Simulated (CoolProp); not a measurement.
Saturated liquid density (kg/m³) of propyne: the reference equation beside estimates from Tc = 129.6 °C, pc = 56.58 bar, ω = 0.204. Rackett uses Z = 0.29056 − 0.08775 ω.

The numbers come from the reference Helmholtz-energy equation of state, Polt 1992 in CoolProp. This equation is an older, rougher fit; its heat capacities, sound speeds and derivatives of the liquid may be far off and weren't checked against measurements.

```csv
T (°C),reference,Rackett,van der Waals,Redlich-Kwong,Soave-Redlich-Kwong,Peng-Robinson
41.65,583.8,575.8,356.4,506.5,525.4,596.1
45.85,576.6,569.1,352.1,498.9,517.8,587.6
50.05,569.3,562.2,347.8,491.0,510.0,578.8
54.25,561.8,555.2,343.3,482.9,501.9,569.6
58.45,554.1,548.0,338.7,474.6,493.5,560.1
62.55,546.4,540.7,334.0,466.2,485.0,550.4
66.75,538.3,533.1,329.1,457.3,476.0,540.1
70.95,530.0,525.2,324.0,448.1,466.6,529.4
75.15,521.3,517.0,318.7,438.6,456.8,518.1
79.35,512.3,508.4,313.2,428.7,446.6,506.3
83.55,502.9,499.5,307.4,418.4,435.9,493.9
87.75,493.1,490.2,301.4,407.6,424.6,480.9
91.95,482.7,480.3,295.1,396.3,412.7,467.0
96.15,471.6,469.9,288.4,384.4,400.1,452.3
100.35,459.8,458.7,281.2,371.8,386.7,436.6
```

Absolute difference from the reference over all 15 rows, mean and median: Rackett 0.9 and 0.9 %, van der Waals 38.9 and 38.9 %, Redlich-Kwong 15.7 and 15.5 %, Soave-Redlich-Kwong 12.3 and 12.0 %, Peng-Robinson 1.9 and 1.7 %.
